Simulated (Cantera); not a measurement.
Input: 1 mol Al(CH₃)₃, 72 mol NH₃, 920 mol H₂, held at 2200 K and 0.133 bar.

Equilibrium computed with Cantera from the NASA thermochemical tables; the gas is ideal and each condensed phase is pure. Candidate condensed phases: Al, AlN, C, C₆H₆, C₇H₈, C₈H₁₈; 97 gas species. The feed counts by its element totals alone. Rates play no part.

Task: What is the equilibrium state?

Result: 
| Quantity | Result |
|---|---|
| x(H₂) | 0.949 |
| x(N₂) | 0.0324 |
| x(H) | 0.0150 |
| x(HCN) | 0.00195 |
| x(Al) | 0.000870 |
| x(C₂H₂ (acetylene)) | 0.000332 |
| x(HNC) | 0.000154 |
| x(AlH) | 5.81e-5 |
| x(CH₄) | 1.17e-5 |
| gas amount | 1078 mol |
| log10 activity of C(graphite) (absent) | -0.43 |
| log10 activity of Al(l) (absent) | -2.43 |
